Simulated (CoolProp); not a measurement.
Saturated liquid density (kg/m³) of chlorine: the reference equation beside estimates from Tc = 416.9 K, pc = 76.42 bar, ω = 0.070. Rackett uses Z = 0.29056 − 0.08775 ω.

The numbers come from the reference Helmholtz-energy equation of state, Thol 2021 in CoolProp.

```csv
T (K),reference,Rackett,van der Waals,Redlich-Kwong,Soave-Redlich-Kwong,Peng-Robinson
302.2,1380,1311,872.5,1258,1263,1431
307.7,1363,1296,861.6,1239,1245,1410
313.3,1344,1279,850.1,1218,1225,1388
318.8,1326,1263,838.6,1198,1205,1366
324.4,1307,1245,826.4,1176,1183,1342
329.9,1288,1228,814.1,1154,1162,1317
335.4,1268,1210,801.3,1131,1139,1292
341,1247,1190,787.8,1106,1115,1265
346.5,1226,1171,774.1,1081,1091,1237
352.1,1204,1151,759.4,1055,1065,1207
357.6,1181,1129,744.4,1028,1038,1176
363.1,1157,1107,728.7,999.8,1010,1144
368.7,1131,1084,711.8,969.5,979.7,1108
```

Absolute difference from the reference over all 13 rows, mean and median: Rackett 4.6 and 4.6 %, van der Waals 36.9 and 36.8 %, Redlich-Kwong 11.1 and 10.8 %, Soave-Redlich-Kwong 10.5 and 10.2 %, Peng-Robinson 2.0 and 2.0 %.
